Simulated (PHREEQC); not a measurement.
Solution (9 °C): 0.11 mol/kgw H3PO4, 0.0089 mol/kgw Na2HPO4 and 0.032 mol/kgw NaCl. Closed to the air; pH follows from the charge balance.

The numbers come from PHREEQC with the ion-association model, phreeqc.dat.

Each row changes one thing in this solution. Precipitation was switched off in this run.

| case | pH | ionic strength (mol/kgw) | H3PO4 (mol/kgw) | H2PO4- (mol/kgw) | HPO4-2 (mol/kgw) | NaHPO4- (mol/kgw) | SI of Halite (NaCl) |
|---|---|---|---|---|---|---|---|
| as made | 1.71 | 0.0732 | 0.0777 | 0.0412 | 2.26e-7 | 9.27e-9 | -4.55 |
| diluted 2-fold with water | 1.86 | 0.0409 | 0.0346 | 0.0249 | 1.72e-7 | 4.15e-9 | -5.11 |
| Na2HPO4 left out | 1.58 | 0.0630 | 0.0790 | 0.0310 | 1.23e-7 | 3.39e-9 | -4.73 |
| H3PO4 from 0.11 to 0.22 mol/kgw | 1.49 | 0.0886 | 0.172 | 0.0566 | 1.98e-7 | 7.65e-9 | -4.56 |
| Na2HPO4 from 0.0089 to 0.00089 mol/kgw | 1.59 | 0.0639 | 0.0790 | 0.0319 | 1.31e-7 | 3.79e-9 | -4.71 |

Complexes and solids missing from the database can't appear. Constants without temperature data keep their 25 °C values here.
